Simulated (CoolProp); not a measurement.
Isopentane at several states: fugacity coefficient from the reference equation and from simpler models built on Tc = 460.3 K, pc = 3.378 MPa, ω = 0.227; each cubic takes its own stable root.

Model: reference Helmholtz-energy equation of state, Lemmon 2006, in CoolProp. It is a short technical equation, of lower accuracy than the large ones.

| T (K) | p (MPa) | phase | reference |
|---|---|---|---|
| 362.5 | 0.655 | liquid | 0.7629 |
| 344.5 | 1.39 | liquid | 0.2508 |
| 250.3 | 15.3 | liquid | 0.001655 |
| 153.2 | 14.5 | liquid | 2.438e-7 |
| 327.7 | 0.549 | liquid | 0.4016 |

**Question.** How far does each simpler model (van der Waals, Redlich-Kwong, Soave-Redlich-Kwong, Peng-Robinson) lie from the reference over these 5 states: mean and median of the absolute difference, and the worst?

**Answer.** 
- van der Waals: mean 109705.5 %, median 133.6 %, worst +546249.5 % at 153.2 K and 14.5 MPa
- Redlich-Kwong: mean 74.8 %, median 42.1 %, worst +173.0 % at 153.2 K and 14.5 MPa
- Soave-Redlich-Kwong: mean 4.1 %, median 1.7 %, worst +12.7 % at 153.2 K and 14.5 MPa
- Peng-Robinson: mean 7.5 %, median 0.2 %, worst +35.7 % at 153.2 K and 14.5 MPa

At some of these states van der Waals, Redlich-Kwong gives the other phase, because its saturation line lies elsewhere.
